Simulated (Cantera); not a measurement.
A diamond (100) surface in a fixed gas of H2 with x(CH4) = 0.016, x(CH3) = 0.0015, at 1125 K, 19000 Pa; coverages are run to steady state.

Detailed kinetics in Cantera: the Harris–Goodwin 1993 mechanism for the reconstructed diamond (100) surface.

One state of this run: growth (µm/h) = 84.6; θ c6HH = 0.377; θ c6H* = 0.0216; θ c6*H = 0.323; θ c6** = 0.00967; θ c6HM = 0.170. θ: site fractions in the mechanism's names (c6HH fully hydrogenated, c6H* and c6*H radical sites, c6** diradical, c6HM methylated).

Task: Which value of x(H) does it belong to?
A. 0.0001
B. 0.001
C. 0.00022
D. 0.011

Result: B, 0.001
